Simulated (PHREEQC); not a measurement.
## Sulfide liquor

Consider water at 25 °C with 0.99 mmol/kgw Na2S and 100 mmol/kgw NaHCO3. Closed to the air; pH follows from the charge balance.

Equilibrium calculation in PHREEQC: ion-association model, phreeqc.dat.

```yaml
pH: 8.15
ionic_strength: 0.0992 mol/kgw
specific_conductance: 7730 µS/cm
density: 1.003 g/cm³
total_alkalinity: 102 meq/kg
```

| species | molality | activity | log γ |
|---|---|---|---|
| Na+ | 0.0980 | 0.0770 | -0.105 |
| HCO3- | 0.0936 | 0.0738 | -0.103 |
| NaHCO3 | 0.00312 | 0.00319 | 0.010 |
| CO3-2 | 0.00127 | 0.000492 | -0.412 |
| CO2 | 0.00114 | 0.00117 | 0.010 |
| HS- | 0.000947 | 0.000722 | -0.118 |
| NaCO3- | 0.000903 | 0.000706 | -0.107 |
| H2S | 4.33e-5 | 4.43e-5 | 0.010 |
| OH- | 1.88e-6 | 1.44e-6 | -0.118 |
| S-2 | 3.29e-8 | 1.24e-8 | -0.424 |
| (CO2)2 | 2.46e-8 | 2.51e-8 | 0.010 |

Precipitation was switched off in this run.
